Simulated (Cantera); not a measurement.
Feed: 1 mol SiHCl3, 0.19 mol CH4, 37 mol H2, at 1500 K and 100000 Pa.

Equilibrium computed with Cantera from the NASA thermochemical tables; the gas is ideal and each condensed phase is pure. Candidate condensed phases: C, C6H6, C7H8, C8H18, Si, SiC; 109 gas species. Mutual solubility and eutectic melting of coexisting phases are not modelled. The tables' values for SiCl3 are old estimates; treat these amounts as uncertain. Equilibrium is a limit: real reactors are often held back by kinetics, nucleation or transport.

What is the equilibrium state?


- x(H2) = 0.938
- x(HCl) = 0.0504
- x(SiCl2) = 0.00871
- x(SiCl3) = 0.00113
- x(SiHCl3) = 0.000896
- x(SiCl4) = 0.000465
- x(SiH2Cl2) = 0.000275
- x(SiH3Cl) = 2.47e-5
- x(H) = 1.70e-5
- n(Si(s)) = 0.359 mol
- n(SiC(s)) = 0.189 mol
- gas amount = 39.29 mol
- log10 activity of C(graphite) (absent) = -2.14
